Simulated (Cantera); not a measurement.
**Equilibrium for silicon etching in halogen gases: Si + Cl2**

Feed: 1 mol Si, 3.7 mol Cl2, equilibrated at 1027 °C.

Equilibrium computed with Cantera from the NASA thermochemical tables; the gas is ideal and each condensed phase is pure. Candidate condensed phases: Si; 9 gas species. The tables' values for SiCl3 are old estimates; treat these amounts as uncertain. Rates play no part.

From 1.00 Pa to 100000 Pa nothing is condensed. The main Si-bearing gas is SiCl4 throughout.

| P (Pa) | x Cl | x Cl2 | x SiCl4 | x SiCl3 | x SiCl2 |
|---|---|---|---|---|---|
| 1 | 0.730 | 0.0347 | 0.235 | 0.000455 | 5.24e-6 |
| 6.80 | 0.586 | 0.152 | 0.262 | 9.30e-5 | 1.96e-7 |
| 46 | 0.342 | 0.351 | 0.307 | 2.76e-5 | 1.47e-8 |
| 320 | 0.156 | 0.503 | 0.342 | 9.73e-6 | 1.64e-9 |
| 2200 | 0.0636 | 0.578 | 0.359 | 3.63e-6 | 2.18e-10 |
| 15000 | 0.0250 | 0.609 | 0.366 | 1.38e-6 | 3.10e-11 |
| 100000 | 0.00978 | 0.622 | 0.369 | 5.34e-7 | 4.59e-12 |
x: gas mole fraction; nothing condenses.
